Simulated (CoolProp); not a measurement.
A simple Rankine cycle with neopentane: condensing at 310.15 K, boiler at 2.09 MPa, turbine inlet 422.5 K, turbine efficiency 0.6, pump efficiency 0.8, no recuperator. Each further row changes one setting.

Values from CoolProp's reference Helmholtz-energy equation of state, Lemmon 2006. It is a short technical equation, of lower accuracy than the large ones.

```tsv
case	thermal efficiency (%)	net work (kJ/kg)	heat in (kJ/kg)	turbine exit temperature (K)	volume ratio over the turbine
as stated	9.6	45.3	472	(withheld)	(withheld)
turbine inlet 442.5 K	9.4	(withheld)	(withheld)	401.8	9.89
condensing temperature 302.15 K	10.4	50.9	(withheld)	374.9	(withheld)
boiler pressure 1.46 MPa	8.4	41.3	494	390.5	(withheld)
turbine efficiency 0.5	7.8	(withheld)	472	382.2	10.7
```

### Question
Some entries are withheld; supply them.

### Answer

- as stated, turbine exit temperature (K): 378.3
- as stated, volume ratio over the turbine: 10.6
- turbine inlet 442.5 K, net work (kJ/kg): 49.7
- turbine inlet 442.5 K, heat in (kJ/kg): 527
- condensing temperature 302.15 K, heat in (kJ/kg): 491
- condensing temperature 302.15 K, volume ratio over the turbine: 13.5
- boiler pressure 1.46 MPa, volume ratio over the turbine: 6.53
- turbine efficiency 0.5, net work (kJ/kg): 37.0
